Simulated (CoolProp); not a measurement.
Vapour-liquid equilibrium of acetone (1) + n-heptane (2) at 10.5 bar; x and y are mole fractions of (1).

Computed with CoolProp (multi-fluid Helmholtz-energy mixture model, Lemmon 2006 and Span 2003; pair parameters Bell 2016).

Q: Give the bubble temperature and the first vapour's composition at x = 0.05, 0.35, 0.65. Is there an azeotrope?

A: x = 0.05: 467.6 K, y = 0.152; x = 0.35: 435.1 K, y = 0.610; x = 0.65: 423.8 K, y = 0.779. No azeotrope shows between x = 0.05 and 0.95.

Pair parameters are fitted to limited data, so mixtures are less certain than the pure fluids.
